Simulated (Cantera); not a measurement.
## Silicon epitaxy and polysilicon growth: SiHCl3 + N2

Input: 1 mol SiHCl3, a varied amount of N2, at 1423.15 K and 0.710 bar.

These are equilibrium values from Cantera (NASA tables, ideal gas, pure condensed phases), not measurements of a reactor. Candidate condensed phases: NH4Cl, Si, Si3N4; 28 gas species. N2 is the only nitrogen source here; it is nearly inert below about 1500 K, so the nitride shown seldom forms there in practice. The tables' values for SiCl3 are old estimates; treat these amounts as uncertain. Rates play no part.

From 5.5 mol N2 to 81 mol N2 the condensed part is Si3N4(s). The main Si-bearing gas is SiCl4 throughout. The share of Si in condensed phases is highest at 52 mol N2 (44.6 %) and lowest at 5.5 mol N2 (42.9 %).

| n(N2) (mol) | x N2 | x HCl | x SiCl4 | x H2 | x SiCl3 | x SiCl2 | x SiHCl3 | n Si3N4(s) |
|---|---|---|---|---|---|---|---|---|
| 5.5 | 0.781 | 0.118 | 0.0771 | 0.0157 | 0.00588 | 0.00177 | 0.000801 | 0.143 |
| 8.7 | 0.851 | 0.0823 | 0.0511 | 0.00921 | 0.00426 | 0.00140 | 0.000444 | 0.145 |
| 14 | 0.903 | 0.0554 | 0.0326 | 0.00512 | 0.00301 | 0.00110 | 0.000234 | 0.147 |
| 21 | 0.933 | 0.0388 | 0.0219 | 0.00304 | 0.00222 | 0.000890 | 0.000133 | 0.148 |
| 33 | 0.956 | 0.0258 | 0.0139 | 0.00167 | 0.00157 | 0.000703 | 6.99e-5 | 0.148 |
| 52 | 0.972 | 0.0169 | 0.00872 | 0.000904 | 0.00111 | 0.000554 | 3.61e-5 | 0.149 |
| 81 | 0.982 | 0.0112 | 0.00551 | 0.000492 | 0.000782 | 0.000439 | 1.89e-5 | 0.148 |
x: gas mole fraction; n: condensed amount in mol.
